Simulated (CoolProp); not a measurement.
Properties of benzene at several states (Tc = 288.9 °C, pc = 4906 kPa, ω = 0.211).

Values from CoolProp's reference Helmholtz-energy equation of state, Thol 2012.

| T (°C) | p (kPa) | phase | Z | cv (kJ/(kg K)) | Joule-Thomson coefficient (K/MPa) | expansivity (1/kK) | conductivity (mW/(m K)) |
|---|---|---|---|---|---|---|---|
| 257.25 | 20.5 | gas | 0.9983 | 1.766 | 8.379 | 1.896 | 33.4 |
| 151.15 | 10.6 | gas | 0.9981 | 1.433 | 17.16 | 2.371 | 22.1 |
| 168.55 | 76.1 | gas | 0.9882 | 1.497 | 15.23 | 2.355 | 24.0 |
| 17.65 | 45.7 | liquid | 0.001675 | 1.192 | -0.4295 | 1.205 | 144 |

Thermal conductivity comes from a separate model (Assael 2012).
